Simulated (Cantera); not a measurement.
Input: 1 mol C2F6, 2 mol F2, equilibrated at 1325 K and 3900 Pa.

These are equilibrium values from Cantera (NASA tables, ideal gas, pure condensed phases), not measurements of a reactor. Candidate condensed phases: C; 13 gas species. The feed counts by its element totals alone. Gases not in the tables: C2F6 and larger saturated fluorocarbons. Kinetics and transport are ignored.

Problem. What is the equilibrium state?

Solution. 
```
Quantity                                   Result
--------------------------------------  ---------
x(CF4)                                      0.504
x(F)                                        0.489
x(F2)                                     0.00733
gas amount                              3.971 mol
log10 activity of C(graphite) (absent)     -23.47
```
